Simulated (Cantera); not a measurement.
Input: 1 mol H2O, 0.24 mol N2, held at 2273 K.

Method: chemical equilibrium by Gibbs-energy minimisation in Cantera with the NASA 1993 tables (ideal gas, pure condensed phases). Candidate condensed phases: H2O; 24 gas species. The ideal-gas law is rough above about 30 bar. Rates play no part.

x: gas mole fraction; nothing condenses.

| P (Pa) | x H2O | x H | x N2 | x H2 | x O | x OH | x O2 |
|---|---|---|---|---|---|---|---|
| 10 | 0.193 | 0.304 | 0.121 | 0.131 | 0.110 | 0.0693 | 0.0677 |
| 65 | 0.437 | 0.118 | 0.155 | 0.128 | 0.0395 | 0.0625 | 0.0564 |
| 420 | ___ | ___ | 0.175 | ___ | ___ | ___ | ___ |
| 2700 | 0.701 | 0.0118 | 0.184 | 0.0530 | 0.00368 | 0.0242 | 0.0204 |
| 17000 | 0.750 | ___ | 0.188 | ___ | ___ | ___ | ___ |
| 110000 | 0.776 | 0.00104 | 0.191 | 0.0169 | 0.000314 | 0.00743 | 0.00606 |
| 720000 | 0.790 | 0.000301 | 0.192 | 0.00924 | 8.93e-5 | 0.00400 | 0.00320 |
| 4700000 | 0.798 | 8.71e-5 | 0.193 | 0.00505 | 2.53e-5 | 0.00214 | 0.00167 |
| 30000000 | 0.802 | 2.56e-5 | 0.193 | 0.00278 | 7.22e-6 | 0.00114 | 0.000870 |

Question: Fill in the missing entries.

Answer: 
- 17000, x H: 0.00355
- 17000, x H2: 0.0304
- 17000, x O: 0.00109
- 17000, x OH: 0.0136
- 17000, x O2: 0.0113
- 420, x H2O: 0.607
- 420, x H: 0.0384
- 420, x H2: 0.0879
- 420, x O: 0.0123
- 420, x OH: 0.0412
- 420, x O2: 0.0357
